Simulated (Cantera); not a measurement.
An isothermal, constant-pressure homogeneous reactor starts with H2 : O2 = 0.0051 : 1 (molar parts), equivalence ratio 0.0026, at 925 K and 2300 Pa.

Detailed kinetics in Cantera: the H2/O2 subset of GRI-Mech 3.0, which has no nitrogen chemistry. Radical loss at walls, strong at low pressure, is not modelled. Below about 950 K walls govern HO2 and H2O2 in real vessels.

x: mole fraction; the columns are a selection and need not sum to one.

| t (s) | x H2 | x O2 | x H2O2 | x O | x H2O | x HO2 | x H |
|---|---|---|---|---|---|---|---|
| 1.00e-5 | 0.00507 | 0.995 | <1e-12 | <1e-12 | <1e-12 | <1e-12 | <1e-12 |
| 3.28e-5 | 0.00507 | 0.995 | <1e-12 | <1e-12 | <1e-12 | <1e-12 | <1e-12 |
| 0.000107 | 0.00507 | 0.995 | <1e-12 | <1e-12 | <1e-12 | 1.00e-12 | <1e-12 |
| 0.000351 | 0.00507 | 0.995 | <1e-12 | 2.19e-12 | <1e-12 | 3.34e-12 | 1.32e-12 |
| 0.00115 | 0.00507 | 0.995 | <1e-12 | 1.38e-11 | 6.98e-12 | 1.13e-11 | 2.96e-12 |
| 0.00377 | 0.00507 | 0.995 | <1e-12 | 1.52e-10 | 1.46e-10 | 4.42e-11 | 1.81e-11 |
| 0.0124 | 0.00507 | 0.995 | <1e-12 | 3.43e-8 | 4.01e-8 | 2.43e-9 | ___ |
| 0.0405 | 0.000802 | 0.993 | 1.58e-7 | 0.00142 | 0.00401 | 5.62e-6 | ___ |
| 0.133 | 1.77e-5 | 0.995 | 1.90e-8 | 0.000221 | 0.00505 | 9.55e-7 | ___ |
| 0.434 | 1.62e-6 | 0.995 | 1.04e-8 | 3.23e-5 | 0.00508 | 2.82e-7 | ___ |
| 1.42 | 1.84e-7 | 0.995 | 5.41e-9 | 3.92e-6 | 0.00508 | 6.83e-8 | ___ |
| 4.66 | 1.83e-8 | 0.995 | 1.88e-9 | 5.15e-7 | 0.00509 | 1.34e-8 | 3.76e-10 |
| 15.3 | 1.26e-9 | 0.995 | 5.01e-10 | 8.83e-8 | 0.00509 | 2.70e-9 | 2.68e-11 |
| 50.0 | 8.99e-11 | 0.995 | 1.33e-10 | 1.92e-8 | 0.00509 | 6.28e-10 | 2.72e-12 |

Complete the blanks.


- 0.0124, x H: 3.66e-9
- 0.0405, x H: 0.000219
- 0.133, x H: 3.72e-6
- 0.434, x H: 1.79e-7
- 1.42, x H: 7.68e-9
